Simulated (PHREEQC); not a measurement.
Solution (19 °C): 0.0034 mol H3AsO4 per kg of water. Closed to the air; pH follows from the charge balance.

Computed with PHREEQC (ion-association model, wateq4f.dat).

| Item | Value |
|---|---|
| pH | 2.64 |
| ionic strength | 0.00241 mol/kgw |
| total alkalinity | -3.40 meq/kg |

```
species  molality  activity   log γ
-------  --------  --------  ------
H+        0.00241   0.00230  -0.022
H2AsO4-   0.00241   0.00229  -0.023
H3AsO4   0.000987  0.000988   0.000
HAsO4-2   8.32e-8   6.71e-8  -0.093
```

This is a speciation only: nothing precipitates in the calculation.
